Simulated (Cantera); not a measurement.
## Thermodynamics of carbon deposition, reforming and gasification, feed CH₄ + H₂O + H₂

Feed: 1 mol CH₄, 1.3 mol H₂O, 1.2 mol H₂, equilibrated at 97.0 Pa.

Cantera equilibrium calculation (NASA polynomials, part measured and part estimated; ideal gas, pure solids and liquids). Candidate condensed phases: C, C₆H₆, C₇H₈, C₈H₁₈, H₂O; 110 gas species. Kinetics and transport are ignored.

From 898 K to 1798 K nothing is condensed. The main C-bearing gas is CO throughout.

```tsv
T (K)	log p H₂	log p CO	log p H₂O	log p CO₂
898	-3.12	-3.80	-4.45	-4.76
973	-3.12	-3.79	-4.41	-4.86
1048	-3.12	-3.78	-4.38	-4.96
1123	-3.13	-3.78	-4.36	-5.05
1198	-3.13	-3.77	-4.34	-5.12
1273	-3.13	-3.77	-4.33	-5.19
1348	-3.13	-3.77	-4.32	-5.26
1423	-3.13	-3.77	-4.32	-5.31
1498	-3.13	-3.76	-4.31	-5.36
1573	-3.13	-3.76	-4.31	-5.41
1648	-3.13	-3.76	-4.31	-5.45
1723	-3.13	-3.76	-4.31	-5.48
1798	-3.13	-3.76	-4.30	-5.52
```
log p: log10 of the partial pressure in bar; nothing condenses.
